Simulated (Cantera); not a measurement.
Charge: 1 mol SiC, 0.81 mol H₂O, 270 mol N₂, 0.55 mol O₂, equilibrated at 1075 K and 0.340 bar.

Equilibrium computed with Cantera from the NASA thermochemical tables; the gas is ideal and each condensed phase is pure. Candidate condensed phases: C, C₆H₆, C₇H₈, C₈H₁₈, H₂O, Si, SiC, SiO₂, Si₂N₂O, Si₃N₄; 151 gas species. N₂ is the only nitrogen source here; it is nearly inert below about 1500 K, so the nitride shown seldom forms there in practice. Mutual solubility and eutectic melting of coexisting phases are not modelled. The numbers say what is thermodynamically allowed, not how fast it happens.

Base state: N₂ 0.994, CO 0.00344, H₂ 0.00298 (mole fractions); condensed: C(graphite) + SiO₂(β-quartz) + Si₂N₂O(s).

Question: What changes in the equilibrium state with this change: temperature from 1075 K to 1748.15 K?

Answer: 
| species | before | after |
|---|---|---|
| N₂ | 0.994 | 0.991 |
| CO | 0.00344 | 0.00367 |
| H₂ | 0.00298 | 0.00296 |
| SiO | <1e-9 | 0.00274 |
| H | 1.37e-9 | 2.13e-5 |
| C(graphite), mol | 0.0650 | 0 |
| SiO₂(β-quartz), mol | 0.317 | 0 |
| Si₂N₂O(s), mol | 0.342 | 0.115 |
| SiO₂(condensed), mol | 0 | 0.0237 |
The tables hold silica as quartz up to 1696 K and as liquid above; real silica turns to tridymite and cristobalite and melts near 1996 K.
